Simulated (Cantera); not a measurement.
Diamond growth

A diamond (100) surface in a fixed gas of H2 with x(CH4) = 0.017, x(H) = 0.0022, x(CH3) = 0.00068, 7200 Pa; coverages are run to steady state.

Detailed kinetics in Cantera: the Harris–Goodwin 1993 mechanism for the reconstructed diamond (100) surface.

```
T (K)  growth (µm/h)  θ c6HH   θ c6H*  θ c6*H   θ c6**    θ c6HM
-----  -------------  ------  -------  ------  -------  --------
900             11.3   0.528  0.00794   0.222  0.00306     0.193
975             17.5   0.505   0.0130   0.286  0.00597     0.142
1050            22.2   0.481   0.0196   0.351   0.0104    0.0950
1125            19.4   0.464   0.0280   0.419   0.0169    0.0458
1200            11.6   0.439   0.0370   0.473   0.0246    0.0139
1275            7.84   0.408   0.0453   0.505   0.0325   0.00338
1350            7.11   0.379   0.0530   0.522   0.0401  0.000800
```
θ: site fractions in the mechanism's names (c6HH fully hydrogenated, c6H* and c6*H radical sites, c6** diradical, c6HM methylated).
